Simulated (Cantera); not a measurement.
## Premixed flame

A freely propagating, adiabatic, planar premixed flame of 12.8 % CH4, 18.3 % O2, 68.8 % N2, equivalence ratio 1.4, unburnt at 350 K and 1.30 bar; mixture-averaged transport, grid criteria slope 0.08 and curve 0.16, no radiation.

Model: GRI-Mech 3.0 (53 species, 325 reactions), integrated in Cantera. Burning velocities carry a grid error of a few per cent, more on coarse grids.

| z (mm) | T (K) | u (m/s) | x CH4 | x O2 | x NO2 | x C2H | x NO | x CO |
|---|---|---|---|---|---|---|---|---|
| -2.29 | 350 | 0.174 | 0.128 | 0.183 | <1e-8 | <1e-8 | <1e-8 | 3.66e-6 |
| -1.53 | 355 | 0.177 | 0.127 | 0.182 | <1e-8 | <1e-8 | <1e-8 | 8.88e-5 |
| -1.15 | 376 | 0.188 | 0.125 | 0.180 | 5.06e-8 | <1e-8 | 1.22e-8 | 0.000547 |
| -0.763 | 512 | 0.260 | 0.114 | 0.169 | 4.42e-7 | <1e-8 | 1.79e-7 | 0.00439 |
| -0.382 | 1013 | 0.528 | 0.0760 | 0.121 | 6.20e-7 | <1e-8 | 3.08e-6 | 0.0247 |
| -0.191 | 1411 | 0.744 | 0.0430 | 0.0758 | 1.23e-7 | <1e-8 | 6.80e-6 | 0.0458 |
| 0 | 1770 | 0.943 | 0.0130 | 0.0290 | <1e-8 | 2.99e-7 | 1.20e-5 | 0.0675 |
| 0.191 | 1932 | 1.03 | 0.00273 | 0.00703 | <1e-8 | 8.23e-7 | 1.96e-5 | 0.0752 |
| 0.382 | 1979 | 1.06 | 0.000888 | 0.00167 | <1e-8 | 5.73e-7 | 2.70e-5 | 0.0753 |
| 0.763 | 2002 | 1.07 | 0.000276 | 0.000144 | <1e-8 | 2.13e-7 | 3.66e-5 | 0.0741 |
| 1.53 | 2011 | 1.07 | 0.000109 | 6.95e-6 | <1e-8 | 6.04e-8 | 4.57e-5 | 0.0736 |
| 3.05 | 2014 | 1.07 | 4.87e-5 | 1.50e-6 | <1e-8 | 1.61e-8 | 5.44e-5 | 0.0737 |
| 6.11 | 2015 | 1.07 | 1.72e-5 | 8.33e-7 | <1e-8 | <1e-8 | 6.35e-5 | 0.0739 |
x: mole fraction of selected species; z is measured from the peak of heat release.

The laminar burning velocity is 17.3 cm/s, the thermal thickness is 0.763 mm and the peak x(C2H) is 8.23e-7. The peak x(CO) is 0.0756 and the grid points is 134.
